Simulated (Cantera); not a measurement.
Cantera run, input and output.

```python
import numpy as np
import cantera as ct

gas = ct.Solution("gri30.yaml")
gas.TPX = 1075, 9800, {'N2O': 1, 'H2O': 0.081}
reactor = ct.IdealGasConstPressureReactor(gas, energy="off", clone=False)
net = ct.ReactorNet([reactor])
net.rtol, net.atol = 1e-08, 1e-18
show = ['N2O', 'H2O', 'NO2', 'HO2', 'NO', 'H2', 'O']
times = np.geomspace(4e-06, 20, 15)

steps = ct.SolutionArray(gas, extra=["t"])
rows = []
print(f"{'t/s':>10s}{'T/K':>9s}{'P/Pa':>11s}" + "".join(f"{s:>11s}" for s in show))
for t in times:
    while net.time < t:
        t_next = net.step()
        steps.append(gas.state, t=t_next)
    rows.append([np.interp(t, steps.t, y) for y in (steps.T, steps.P, *steps(*show).X.T)])
    print(f"{t:10.3e}{rows[-1][0]:9.1f}{rows[-1][1]:11.4g}" + "".join(f"{x:11.3e}" for x in rows[-1][2:]))
rate = np.gradient(steps.T, steps.t)
print("integrator steps:", len(steps.t))
if steps.T.max() > steps.T[0] + 200:
    print(f"time of steepest temperature rise: {steps.t[rate.argmax()]:.4e} s")
gas.TPX = 1075, 9800, {'N2O': 1, 'H2O': 0.081}
gas.equilibrate("TP")
print(f"equilibrium (TP): T = {gas.T:.1f} K  " + "  ".join(f"{s} {gas[s].X[0]:.3e}" for s in show))
```

It prints:

```
       t/s      T/K       P/Pa        N2O        H2O        NO2        HO2         NO         H2          O
 4.000e-06   1075.0       9800  9.251e-01  7.493e-02  2.453e-21  3.019e-15  2.458e-11  1.288e-21  1.055e-08
 1.204e-05   1075.0       9800  9.251e-01  7.493e-02  1.912e-19  8.090e-14  2.170e-10  2.618e-19  3.049e-08
 3.623e-05   1075.0       9800  9.251e-01  7.493e-02  1.355e-17  2.084e-12  1.819e-09  4.685e-17  8.160e-08
 1.090e-04   1075.0       9800  9.251e-01  7.493e-02  7.437e-16  4.773e-11  1.324e-08  4.979e-15  1.779e-07
 3.281e-04   1075.0       9800  9.251e-01  7.493e-02  3.261e-14  8.609e-10  7.176e-08  2.315e-13  2.569e-07
 9.875e-04   1075.0       9800  9.251e-01  7.493e-02  2.265e-12  1.090e-08  2.741e-07  4.775e-12  2.666e-07
 2.972e-03   1075.0       9800  9.250e-01  7.493e-02  1.990e-10  1.034e-07  8.858e-07  6.131e-11  2.665e-07
 8.944e-03   1075.0       9800  9.250e-01  7.493e-02  1.378e-08  7.159e-07  2.713e-06  5.731e-10  2.662e-07
 2.692e-02   1075.0       9800  9.249e-01  7.492e-02  4.808e-07  2.190e-06  7.773e-06  3.715e-09  2.655e-07
 8.101e-02   1075.0       9800  9.244e-01  7.491e-02  5.178e-06  2.191e-06  1.967e-05  1.418e-08  2.651e-07
 2.438e-01   1075.0       9800  9.231e-01  7.488e-02  2.752e-05  1.705e-06  4.702e-05  3.084e-08  2.630e-07
 7.337e-01   1075.0       9800  9.192e-01  7.478e-02  9.960e-05  1.303e-06  1.209e-04  2.936e-08  2.550e-07
 2.208e+00   1075.0       9800  9.076e-01  7.449e-02  2.476e-04  8.564e-07  3.861e-04  1.524e-08  2.394e-07
 6.646e+00   1075.0       9800  8.743e-01  7.364e-02  4.245e-04  4.501e-07  1.327e-03  8.812e-09  2.217e-07
 2.000e+01   1075.0       9800  7.842e-01  7.133e-02  5.192e-04  1.917e-07  4.077e-03  6.647e-09  2.075e-07
integrator steps: 1032
equilibrium (TP): T = 1075.0 K  N2O 1.602e-09  H2O 5.123e-02  NO2 9.441e-07  HO2 1.548e-09  NO 7.448e-05  H2 2.053e-10  O 2.372e-09
```

Computed with Cantera and GRI-Mech 3.0 (53 species, 325 reactions). GRI-Mech 3.0 was tuned for natural gas; its chemistry of N2O as a main component is partial and can be far from experiment. The mechanism lacks the step 2 NO + O2 → 2 NO2, which can matter for NO2 below about 1400 K. The temperature is held fixed by assumption; the heat of reaction is taken as removed at once.
